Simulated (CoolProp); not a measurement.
Properties of CHF3 (R23) at several states.

Computed with CoolProp (reference Helmholtz-energy equation of state, Penoncello 2003).

| T (°C) | p (MPa) | phase | cv (kJ/(kg K)) | Joule-Thomson coefficient (K/MPa) |
|---|---|---|---|---|
| 149.45 | 0.0178 | gas | (withheld) | (withheld) |
| 117.15 | 1.21 | gas | (withheld) | (withheld) |
| -28.55 | 2.92 | liquid | (withheld) | (withheld) |

### Question
Fill in the missing entries.

### Answer

- 149.45, cv (kJ/(kg K)): 0.7812
- 149.45, Joule-Thomson coefficient (K/MPa): 4.820
- 117.15, cv (kJ/(kg K)): 0.7496
- 117.15, Joule-Thomson coefficient (K/MPa): 5.953
- -28.55, cv (kJ/(kg K)): 0.7391
- -28.55, Joule-Thomson coefficient (K/MPa): 0.01256
